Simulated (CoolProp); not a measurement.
Vapour-liquid equilibrium of o-xylene (1) + n-nonane (2) at 66.55 °C; x and y are mole fractions of (1).

Model: multi-fluid Helmholtz-energy mixture model, Zhou 2012 and Lemmon 2006; pair parameters Bell 2016, in CoolProp.

| x | bubble pressure (MPa) | y at the bubble point | dew pressure at overall composition x (MPa) | liquid density (mol/L) |
|---|---|---|---|---|
| 0.05 | 0.005585 | 0.080 | 0.005516 | 5.402 |
| 0.125 | 0.005842 | 0.188 | 0.005690 | 5.548 |
| 0.2 | 0.006079 | (withheld) | (withheld) | 5.700 |
| 0.275 | 0.006294 | 0.368 | 0.006057 | (withheld) |
| 0.35 | (withheld) | 0.445 | 0.006247 | 6.027 |
| 0.425 | 0.006659 | (withheld) | 0.006438 | 6.203 |
| 0.5 | 0.006810 | 0.579 | 0.006624 | 6.388 |
| 0.575 | (withheld) | 0.641 | 0.006801 | 6.583 |
| 0.65 | 0.007052 | 0.700 | 0.006959 | 6.789 |
| 0.725 | 0.007143 | 0.760 | (withheld) | 7.006 |
| 0.8 | 0.007213 | 0.820 | 0.007192 | 7.235 |
| 0.875 | 0.007261 | 0.883 | 0.007257 | 7.479 |
| 0.95 | 0.007284 | 0.951 | 0.007284 | 7.736 |

**Question.** Some entries are withheld; supply them.

**Answer.** 
- 0.2, y at the bubble point: 0.284
- 0.2, dew pressure at overall composition x (MPa): 0.005871
- 0.275, liquid density (mol/L): 5.859
- 0.35, bubble pressure (MPa): 0.006488
- 0.425, y at the bubble point: 0.515
- 0.575, bubble pressure (MPa): 0.006941
- 0.725, dew pressure at overall composition x (MPa): 0.007092

No azeotrope shows between x = 0.05 and 0.95.

Pair parameters are fitted to limited data, so mixtures are less certain than the pure fluids.
